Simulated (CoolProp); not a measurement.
Values from CoolProp's reference Helmholtz-energy equation of state, Gao 2020.

For ammonia, give the phase and the cp (kJ/(kg K)), cv (kJ/(kg K)), Joule-Thomson coefficient (K/MPa) at 725 K and 94.7 bar; 725 K and 237 bar; 725 K and 379 bar.


- 725 K and 94.7 bar: gas; cp 3.05, cv 2.43, Joule-Thomson coefficient 1.88
- 725 K and 237 bar: supercritical; cp 3.34, cv 2.50, Joule-Thomson coefficient 1.62
- 725 K and 379 bar: supercritical; cp 3.62, cv 2.55, Joule-Thomson coefficient 1.34
